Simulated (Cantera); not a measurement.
Cantera run, input and output.

```python
import numpy as np
import cantera as ct

gas = ct.Solution("gri30.yaml")
gas.TP = 300, 120000
flame = ct.CounterflowDiffusionFlame(gas, width=0.02)
flame.fuel_inlet.X, flame.fuel_inlet.T = {'CH3OH': 1}, 475
flame.oxidizer_inlet.X, flame.oxidizer_inlet.T = {'O2': 0.22, 'N2': 0.78}, 700
flame.set_refine_criteria(ratio=3, slope=0.12, curve=0.24, prune=0.03)
show = ['OH', 'H', 'NO', 'CO', 'C2H2']

rows = []
print(f"{'mdot':>8s}{'a_max':>10s}{'a_mean':>10s}{'Tmax/K':>9s}" + "".join(f"{s:>11s}" for s in show) + "   (peak mole fractions)")
for i, mdot in enumerate([0.3, 0.38, 0.48, 0.6, 0.76, 0.95, 1.2, 1.5, 1.9]):  # kg/m2/s on the oxidiser side
    flame.oxidizer_inlet.mdot, flame.fuel_inlet.mdot = mdot, 1.2 * mdot
    flame.solve(loglevel=0, auto=(i == 0))
    if flame.T.max() < max(475, 700) + 100:
        print(f"{mdot:8.3g}  no burning solution found from the previous one")
        break
    dT = np.abs(np.gradient(flame.T, flame.grid))
    rows.append([flame.strain_rate("max"), flame.strain_rate("mean"), flame.T.max(),
                 *(flame.X[gas.species_index(s)].max() for s in show), max(dT[0], dT[-1]) / dT.max()])
    print(f"{mdot:8.3g}{rows[-1][0]:10.1f}{rows[-1][1]:10.1f}{rows[-1][2]:9.1f}" + "".join(f"{x:11.3e}" for x in rows[-1][3:-1]))
```

Result:

```
    mdot     a_max    a_mean   Tmax/K         OH          H         NO         CO       C2H2   (peak mole fractions)
     0.3     205.8      43.7   2294.0  1.257e-02  6.769e-03  2.550e-04  1.978e-01  1.008e-04
    0.38     254.8      55.3   2270.0  1.280e-02  7.347e-03  2.066e-04  1.969e-01  1.199e-04
    0.48     315.2      69.9   2242.6  1.291e-02  7.913e-03  1.646e-04  1.955e-01  1.412e-04
     0.6     386.6      87.3   2213.7  1.298e-02  8.475e-03  1.323e-04  1.938e-01  1.638e-04
    0.76     480.4     110.6   2183.1  1.304e-02  9.078e-03  1.063e-04  1.919e-01  1.906e-04
    0.95     590.4     138.3   2154.5  1.307e-02  9.674e-03  8.834e-05  1.902e-01  2.194e-04
     1.2     733.5     174.7   2125.9  1.310e-02  1.032e-02  7.460e-05  1.887e-01  2.529e-04
     1.5     903.0     218.4   2099.5  1.315e-02  1.097e-02  6.447e-05  1.874e-01  2.883e-04
     1.9    1128.1     276.6   2066.3  1.300e-02  1.160e-02  5.505e-05  1.853e-01  3.259e-04
```

Cantera simulation using GRI-Mech 3.0 (53 species, 325 reactions); the numbers are that mechanism's predictions, not measurements. GRI-Mech 3.0 was tuned for natural gas; its chemistry of methanol as a main component is partial and can be far from experiment. GRI-Mech 3.0 has no aromatics or soot, which form on the fuel side of real flames. The maximum strain rate includes the flame's own expansion and is several times the mean.
